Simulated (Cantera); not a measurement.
Feed: 1 mol B₂H₆, 0.89 mol N₂, 0.33 mol H₂, 5.7 mol O₂, equilibrated at 1000 Pa.

Method: chemical equilibrium by Gibbs-energy minimisation in Cantera with the NASA 1993 tables (ideal gas, pure condensed phases). Candidate condensed phases: B, BN, B₂O₃, B₃O₃H₃, H₂O; 39 gas species. The feed counts by its element totals alone. Gases not in the tables: H₃BO₃. The numbers say what is thermodynamically allowed, not how fast it happens.

**Question.** Which condensed phases are stable at each of these points (T (K)): 1148, 1248, 1348, 1448, 1548, 1648, 1748, 1848, 1948, 2048, 2148?

**Answer.** 
```json
[
 {"T (K)": "1148", "condensed phases": "B₂O₃(l)", "B condensed (%)": "98.6"},
 {"T (K)": "1248", "condensed phases": "B₂O₃(l)", "B condensed (%)": "95.9"},
 {"T (K)": "1348", "condensed phases": "B₂O₃(l)", "B condensed (%)": "87.1"},
 {"T (K)": "1448", "condensed phases": "B₂O₃(l)", "B condensed (%)": "64.7"},
 {"T (K)": "1548", "condensed phases": "B₂O₃(l)", "B condensed (%)": "15.3"},
 {"T (K)": "1648", "condensed phases": "gas only", "B condensed (%)": "0.0"},
 {"T (K)": "1748", "condensed phases": "gas only", "B condensed (%)": "0.0"},
 {"T (K)": "1848", "condensed phases": "gas only", "B condensed (%)": "0.0"},
 {"T (K)": "1948", "condensed phases": "gas only", "B condensed (%)": "0.0"},
 {"T (K)": "2048", "condensed phases": "gas only", "B condensed (%)": "0.0"},
 {"T (K)": "2148", "condensed phases": "gas only", "B condensed (%)": "0.0"}
]
```

From 1148 K to 1548 K the condensed part is B₂O₃(l). From 1648 K to 2148 K nothing is condensed.
